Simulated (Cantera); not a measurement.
## Cu + H2O + N2 (metals in furnace atmospheres)

Input: 1 mol Cu, 3.9 mol H2O, 72 mol N2.

Method: chemical equilibrium by Gibbs-energy minimisation in Cantera with the NASA 1993 tables (ideal gas, pure condensed phases). Candidate condensed phases: Cu, CuO, Cu(OH)2, Cu2O, H2O; 27 gas species. The numbers say what is thermodynamically allowed, not how fast it happens.

Q: Map the stable condensed phases over T = 1598, 1648, 1698, 1748, 1798, 1848, 1898, 1948, 1998 K and P in Pa = 10, 61, 370, 2200, 13000, 82000, 500000, 3000000.

A: 
```
T in K \ P in Pa
              10      61     370    2200   13000   82000  500000 3000000
   1998        A       A       A       A       A       B       B       B
   1948        A       A       A       A       A       B       B       B
   1898        A       A       A       A       B       B       B       B
   1848        A       A       A       A       B       B       B       B
   1798        A       A       A       A       B       B       B       B
   1748        A       A       A       A       B       B       B       B
   1698        A       A       A       B       B       B       B       B
   1648        A       A       A       B       B       B       B       B
   1598        A       A       B       B       B       B       B       B
```
A: gas only; B: Cu.
